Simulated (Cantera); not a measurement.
Mixture: CH₄ : O₂ : N₂ = 1 : 1 : 3.76 (molar parts), equivalence ratio 2.0, at 21000 Torr, adiabatic and at constant pressure. Ignition delay is the time to a rise of 400 K.

Model: GRI-Mech 3.0 (53 species, 325 reactions), integrated in Cantera. The pressure lies above the range GRI-Mech 3.0 was tuned for (to about 10 atm).

Problem. What does this change do: pressure from 21000 Torr to 27800 Torr?

Solution. 
```
quantity                                                before       after
--------------------------------------------------  ----------  ----------
delay at 1275 K                                       0.888 ms    0.640 ms
delay at 1375 K                                       0.319 ms    0.234 ms
delay at 1475 K                                       0.124 ms     92.8 µs
delay at 1575 K                                        51.0 µs     39.1 µs
apparent activation energy between 1525 and 1625 K  180 kJ/mol  170 kJ/mol
```

Problem. What does this change do: pressure from 21000 Torr to 760 Torr?

Solution. 
```json
[
 {"quantity": "delay at 1275 K", "before": "0.888 ms", "after": "23.7 ms"},
 {"quantity": "delay at 1375 K", "before": "0.319 ms", "after": "6.62 ms"},
 {"quantity": "delay at 1475 K", "before": "0.124 ms", "after": "2.07 ms"},
 {"quantity": "delay at 1575 K", "before": "51.0 µs", "after": "0.738 ms"},
 {"quantity": "apparent activation energy between 1525 and 1625 K", "before": "180 kJ/mol", "after": "200 kJ/mol"}
]
```

Problem. What does this change do: 0.28 parts H2O added?

Solution. 
| quantity | before | after |
|---|---|---|
| delay at 1275 K | 0.888 ms | 0.891 ms |
| delay at 1375 K | 0.319 ms | 0.331 ms |
| delay at 1475 K | 0.124 ms | 0.133 ms |
| delay at 1575 K | 51.0 µs | 55.5 µs |
| apparent activation energy between 1525 and 1625 K | 180 kJ/mol | 180 kJ/mol |
